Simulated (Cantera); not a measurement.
Input: 1 mol CH4, 0.049 mol O2, 0.39 mol H2, equilibrated at 750 °C and 68.0 Pa.

Method: chemical equilibrium by Gibbs-energy minimisation in Cantera with the NASA 1993 tables (ideal gas, pure condensed phases). Candidate condensed phases: C, C6H6, C7H8, C8H18, H2O; 110 gas species. Kinetics and transport are ignored.

Base state: H2 0.961, CO 0.0394, CH4 4.71e-5 (mole fractions); condensed: C(graphite).

### Question
What changes in the equilibrium state with this change: temperature from 750 °C to 1525 °C?

### Answer
| species | before | after |
|---|---|---|
| H2 | 0.961 | 0.948 |
| CO | 0.0394 | 0.0391 |
| H | 1.56e-7 | 0.0131 |
| C2H2 (acetylene) | 2.01e-9 | 0.000163 |
| CH4 | 4.71e-5 | 4.73e-7 |
| C(graphite), mol | 0.902 | 0.901 |
